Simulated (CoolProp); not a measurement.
Values from CoolProp's reference Helmholtz-energy equation of state, Gao 2016.

Question: For sulfur dioxide, give the phase and the cv (kJ/(kg K)), Joule-Thomson coefficient (K/MPa) at 176.05 °C and 0.134 MPa; 176.05 °C and 0.425 MPa; 176.05 °C and 13.4 MPa.

Answer: 
- 176.05 °C and 0.134 MPa: gas; cv 0.576, Joule-Thomson coefficient 11.1
- 176.05 °C and 0.425 MPa: gas; cv 0.580, Joule-Thomson coefficient 11.1
- 176.05 °C and 13.4 MPa: supercritical; cv 0.825, Joule-Thomson coefficient 2.19
